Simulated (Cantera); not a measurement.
Input (Python, Cantera):

```python
import numpy as np
import cantera as ct

gas = ct.Solution("gri30.yaml")
gas.TPX = 1198, 42000, {'H2': 1.4, 'O2': 1, 'N2': 1.9}
reactor = ct.IdealGasConstPressureReactor(gas, energy="off", clone=False)
net = ct.ReactorNet([reactor])
net.rtol, net.atol = 1e-08, 1e-18
show = ['H2', 'O2', 'H', 'H2O', 'OH', 'NO', 'HO2']
times = np.geomspace(7e-06, 3, 11)

steps = ct.SolutionArray(gas, extra=["t"])
rows = []
print(f"{'t/s':>10s}{'T/K':>9s}{'P/Pa':>11s}" + "".join(f"{s:>11s}" for s in show))
for t in times:
    while net.time < t:
        t_next = net.step()
        steps.append(gas.state, t=t_next)
    rows.append([np.interp(t, steps.t, y) for y in (steps.T, steps.P, *steps(*show).X.T)])
    print(f"{t:10.3e}{rows[-1][0]:9.1f}{rows[-1][1]:11.4g}" + "".join(f"{x:11.3e}" for x in rows[-1][2:]))
rate = np.gradient(steps.T, steps.t)
print("integrator steps:", len(steps.t))
if steps.T.max() > steps.T[0] + 200:
    print(f"time of steepest temperature rise: {steps.t[rate.argmax()]:.4e} s")
gas.TPX = 1198, 42000, {'H2': 1.4, 'O2': 1, 'N2': 1.9}
gas.equilibrate("TP")
print(f"equilibrium (TP): T = {gas.T:.1f} K  " + "  ".join(f"{s} {gas[s].X[0]:.3e}" for s in show))
```

Result:

```
       t/s      T/K       P/Pa         H2         O2          H        H2O         OH         NO        HO2
 7.000e-06   1198.0    4.2e+04  3.256e-01  2.326e-01  2.784e-08  1.887e-08  2.441e-09  6.718e-20  1.611e-08
 2.560e-05   1198.0    4.2e+04  3.256e-01  2.326e-01  2.460e-06  3.024e-06  2.266e-07  1.359e-16  2.498e-07
 9.365e-05   1198.0    4.2e+04  5.156e-02  1.102e-01  7.664e-02  2.585e-01  8.296e-03  3.312e-06  7.518e-05
 3.425e-04   1198.0    4.2e+04  2.610e-03  8.402e-02  4.000e-04  3.847e-01  1.103e-03  6.348e-06  4.558e-05
 1.253e-03   1198.0    4.2e+04  2.177e-04  8.334e-02  7.021e-06  3.885e-01  2.598e-04  6.256e-06  8.919e-06
 4.583e-03   1198.0    4.2e+04  1.477e-05  8.331e-02  2.068e-07  3.888e-01  9.192e-05  6.207e-06  9.306e-07
 1.676e-02   1198.0    4.2e+04  1.161e-06  8.332e-02  1.072e-08  3.889e-01  3.837e-05  6.278e-06  1.261e-07
 6.131e-02   1198.0    4.2e+04  2.081e-07  8.333e-02  1.110e-09  3.889e-01  1.832e-05  6.335e-06  2.939e-08
 2.242e-01   1198.0    4.2e+04  5.619e-08  8.333e-02  1.678e-10  3.889e-01  9.572e-06  6.352e-06  1.204e-08
 8.202e-01   1198.0    4.2e+04  2.762e-08  8.333e-02  5.477e-11  3.889e-01  6.122e-06  6.343e-06  1.030e-08
 3.000e+00   1198.0    4.2e+04  2.553e-08  8.333e-02  4.726e-11  3.889e-01  5.688e-06  6.339e-06  1.041e-08
integrator steps: 1715
equilibrium (TP): T = 1198.0 K  H2 2.551e-08  O2 8.328e-02  H 4.716e-11  H2O 3.889e-01  OH 5.681e-06  NO 9.980e-05  HO2 1.040e-08
```

Detailed kinetics in Cantera: GRI-Mech 3.0 (53 species, 325 reactions). The temperature is held fixed by assumption; the heat of reaction is taken as removed at once.
